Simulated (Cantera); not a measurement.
## BF₃ + O₂ (boron, boron nitride and boron oxide)

Charge: 1 mol BF₃, 0.26 mol O₂, at 2273 K and 22.5 Torr.

These are equilibrium values from Cantera (NASA tables, ideal gas, pure condensed phases), not measurements of a reactor. Candidate condensed phases: B, B₂O₃; 21 gas species. The tables' values for BF₂ are old estimates; treat these amounts as uncertain. Kinetics and transport are ignored.

```yaml
x(BF₃): 0.713
x(O₂): 0.172
x(F): 0.0697
x(BOF): 0.0345
x(O): 0.0101
x(BOF₂): 0.000527
x(BF₂): 0.000231
x(BO₂): 4.11e-6
x(FO): 2.96e-6
gas_amount: 1.337 mol
log10 activity of B(s) (absent): -12.14
```
